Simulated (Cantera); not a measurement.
Input (Python, Cantera) and output of one run.

```python
import numpy as np
import cantera as ct

gas_names = [...]  # 151 gases of nasa_gas.yaml made of C, H, N, O, Si
cond_names = """
    C(gr) C6H6(L) C7H8(L) C8H18(L),n-octa H2O(s) H2O(L) Si(cr) Si(L) SiC(b) SiO2(Lqz) SiO2(hqz) SiO2(L)
    Si2N2O(s) Si3N4(a)
""".split()


# ... load() reads the species with a 1 bar reference pressure and builds the phases ...
atoms = {
    'Si3N4': {'Si': 3, 'N': 4},
    'CO2': {'C': 1, 'O': 2},
    'H2': {'H': 2},
}
top_T = {'C(gr)': 4500, 'SiC(b)': 3050, 'Si2N2O(s)': 2100, 'Si3N4(a)': 2400}  # K; cautious upper limits of use, not melting points


# ... equilibrate(T, P, feed) seeds the gas with the atoms and calls Mixture.equilibrate('TP', solver="vcs", rtol=1e-11, max_steps=5000) ...
results = []
feed = {'Si3N4': 1, 'CO2': 0.93, 'H2': 1.6}  # mol
P = 133.322  # Pa
for T in [1050, 1150, 1250, 1350, 1450, 1550, 1650, 1750]:
    mix = equilibrate(T, P, feed)
    results.append((T, P, feed, dict(zip(mix.species_names, mix.species_moles))))

top = {s: max(r[3][s] / sum(r[3][g] for g in gas_names) for r in results) for s in gas_names}
cols = sorted((s for s in top if top[s] > 1e-06), key=lambda s: -top[s])[:7]
seen = [c for c in cond_names if any(r[3].get(c, 0) > 1e-12 for r in results)]
print("log10 of partial pressures in bar; condensed amounts in mol")
print(f"{'T/K':>10s}" + "".join(f"{s[:9]:>10s}" for s in cols + seen))
for T, P, feed, n in results:
    ng = sum(n[g] for g in gas_names)
    print(f"{T:10.4g}" + "".join(f"{np.log10(max(n[s] / ng * P / 1e5, 1e-99)):10.3f}" for s in cols)
          + "".join(f"{n.get(c, 0):10.4g}" for c in seen))
```

Result:

```
log10 of partial pressures in bar; condensed amounts in mol
       T/K        H2        N2       SiO        CO         H        Si       HCN     C(gr)     Si(L)    SiC(b) SiO2(hqz) Si2N2O(s)
      1050    -3.033    -3.476   -12.044    -4.138    -9.608   -21.884    -8.208    0.8042         0         0    0.1562     1.422
      1150    -3.062    -3.567    -9.968    -3.710    -8.658   -18.330    -7.693    0.5699         0         0         0       1.5
      1250    -3.062    -3.567    -8.447    -3.710    -7.847   -15.209    -7.211    0.5699         0         0         0       1.5
      1350    -3.062    -3.567    -7.156    -3.710    -7.154   -12.555    -6.802    0.5698         0         0         0       1.5
      1450    -3.125    -3.489    -5.905    -3.589    -6.587   -10.494    -6.685         0         0    0.3806         0     1.308
      1550    -3.134    -3.481    -4.694    -3.609    -6.069    -8.767    -6.902         0         0    0.3945         0     1.281
      1650    -3.213    -3.414    -3.740    -3.823    -5.648    -7.207    -7.143         0         0    0.5378         0     0.994
      1750    -3.412    -3.313    -3.376    -4.497    -5.339    -5.824    -7.404         0    0.4649     0.799         0         0
```

Method: chemical equilibrium by Gibbs-energy minimisation in Cantera with the NASA 1993 tables (ideal gas, pure condensed phases). Mutual solubility and eutectic melting of coexisting phases are not modelled. The tables' values for SiN are old estimates; treat these amounts as uncertain.
